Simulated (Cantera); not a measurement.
An isothermal, constant-pressure homogeneous reactor starts with H₂ : O₂ : N₂ = 1.2 : 1 : 1.1 (molar parts), equivalence ratio 0.60, at 900 K and 0.480 bar.

Model: GRI-Mech 3.0 (53 species, 325 reactions), integrated in Cantera. Below about 950 K walls govern HO2 and H2O2 in real vessels. The temperature is held fixed by assumption; the heat of reaction is taken as removed at once.

x: mole fraction; the columns are a selection and need not sum to one.

```tsv
t (s)	x H₂	x O₂	x H₂O₂	x HO₂	x H	x H₂O
0.000500	0.364	0.303	9.65e-11	1.70e-8	9.42e-10	1.63e-8
0.00120	0.364	0.303	1.68e-9	1.44e-7	4.53e-9	1.45e-7
0.00286	0.364	0.303	1.10e-7	4.87e-6	1.47e-7	5.27e-6
0.00684	0.276	0.265	0.000158	3.92e-5	6.07e-8	0.108
0.0164	0.275	0.265	0.000187	2.43e-5	5.83e-8	0.108
0.0391	0.275	0.265	0.000240	2.72e-5	7.35e-8	0.108
0.0935	0.274	0.265	___	___	___	0.109
0.224	0.270	0.263	0.000929	5.03e-5	2.55e-7	0.113
0.535	0.251	0.254	0.00161	6.27e-5	3.70e-7	0.136
1.28	0.202	0.234	0.00153	6.01e-5	2.84e-7	0.196
3.06	___	___	___	___	___	___
7.31	0.0188	0.156	0.000267	2.62e-5	4.18e-8	0.421
17.5	0.000724	0.148	3.49e-6	2.91e-6	5.33e-10	0.444
41.8	0.000117	0.148	1.54e-7	6.01e-7	2.46e-11	0.444
100	2.45e-5	0.148	1.43e-8	1.75e-7	2.52e-12	0.444
```

**Question.** Complete the blanks.

**Answer.** 
- 0.0935, x H₂O₂: 0.000404
- 0.0935, x HO₂: 3.46e-5
- 0.0935, x H: 1.19e-7
- 3.06, x H₂: 0.116
- 3.06, x O₂: 0.197
- 3.06, x H₂O₂: 0.00106
- 3.06, x HO₂: 5.11e-5
- 3.06, x H: 1.72e-7
- 3.06, x H₂O: 0.302
